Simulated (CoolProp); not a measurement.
Vapour-liquid equilibrium of cyclohexane (1) + dimethyl carbonate (2) at 339.1 K; x and y are mole fractions of (1).

Model: multi-fluid Helmholtz-energy mixture model, Zhou 2014 and Zhou 2011; pair parameters Bell 2016, in CoolProp.

Give the bubble pressure and the first vapour's composition at x = 0.35, 0.425, 0.5. Is there an azeotrope?

x = 0.35: 0.07743 MPa, y = 0.555; x = 0.425: 0.07879 MPa, y = 0.578; x = 0.5: 0.07957 MPa, y = 0.597. y crosses x between x = 0.575 and 0.65: the model has an azeotrope there.

The pair parameters rest on a limited set of measurements; away from them the model extrapolates. With so large a gap from Raoult's law the liquid may split in two, which this calculation doesn't test in full.
